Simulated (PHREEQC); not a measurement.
Model water analysis in mg/L, 90 °C, pH 3.61, pe 9.4:

```
constituent  mg/L
-----------  ----
Na            139
K            27.8
Ca            262
Mg            143
Cl            259
S(6) as SO4  1190
Si as SiO2   32.6
Br           19.4
```

Valence states are taken as typed.

Model: ion-association model, phreeqc.dat, run in PHREEQC.

This is a speciation only: nothing precipitates in the calculation.

Task: Order these Ca species by the share of Ca that they hold, largest first: CaSO4, Ca+2, CaHSO4+.

Result: Ca+2 (72 %), CaSO4 (27 %), CaHSO4+ (0.20 %)

The pH is 3.61 and the ionic strength 0.0352 mol/kgw. Complexes and solids missing from the database can't appear. At this temperature some constants are extrapolated from 25 °C, and those without enthalpy data are left unchanged.
